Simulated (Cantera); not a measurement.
An adiabatic, constant-pressure homogeneous reactor starts with 22.9 % CO, 3.20 % H2, 1.53 % CH4, 13.4 % O2, 50.5 % N2, 8.46 % CO2, at 1475 K and 24.0 bar.

Model: GRI-Mech 3.0 (53 species, 325 reactions), integrated in Cantera. The pressure lies above the range GRI-Mech 3.0 was tuned for (to about 10 atm).

Predict: time of steepest temperature rise; temperature at 1.00 s; equilibrium temperature; x(CO) at 1.00 s; x(H2) at 1.00 s.


```json
{
 "time_of_steepest_temperature_rise": "6.38 µs",
 "temperature at 1.00 s": "2882 K",
 "equilibrium_temperature": "2882 K",
 "x(CO) at 1.00 s": "0.0965 (gas-phase equilibrium 0.0965)",
 "x(H2) at 1.00 s": "0.00314 (gas-phase equilibrium 0.00314)"
}
```
